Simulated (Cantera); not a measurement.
Source: NASA polynomial tables (part measured, part estimated), evaluated in Cantera. Values are per mole of reaction as written; species without (g) are pure solids or liquids, kept so even where they would boil at 1 bar. The tables' values for SiF2 are old estimates.

3 SiH2(g) + 2 F2(g) → 2 SiH3(g) + SiF4(g)

| T (K) | ΔH° (kJ) | ΔS° (J/K) | ΔG° (kJ) | log10 K |
|---|---|---|---|---|
| 475 | (withheld) | (withheld) | (withheld) | (withheld) |
| 525 | -1935.2 | -319.8 | -1767.3 | 175.83 |
| 575 | -1935.8 | -320.8 | -1751.3 | 159.09 |
| 625 | -1936.4 | -321.8 | -1735.2 | 145.02 |
| 675 | -1937.0 | -322.8 | -1719.1 | 133.03 |
| 725 | (withheld) | (withheld) | (withheld) | (withheld) |
| 775 | -1938.2 | -324.5 | -1686.7 | 113.68 |

Question: Some entries are withheld; supply them.

Answer: 
- 475, ΔH° (kJ): -1934.6
- 475, ΔS° (J/K): -318.6
- 475, ΔG° (kJ): -1783.2
- 475, log10 K: 196.10
- 725, ΔH° (kJ): -1937.6
- 725, ΔS° (J/K): -323.7
- 725, ΔG° (kJ): -1702.9
- 725, log10 K: 122.69
